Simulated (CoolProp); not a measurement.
Computed with CoolProp (reference Helmholtz-energy equation of state, Lemmon 2006). It is a short technical equation, of lower accuracy than the large ones.

### Question
For C3F8 (R218), give the phase and the Z, cp (kJ/(kg K)), fugacity coefficient at 134.15 °C and 1.34 MPa.

### Answer
- 134.15 °C and 1.34 MPa: gas; Z 0.903, cp 0.979, fugacity coefficient 0.910
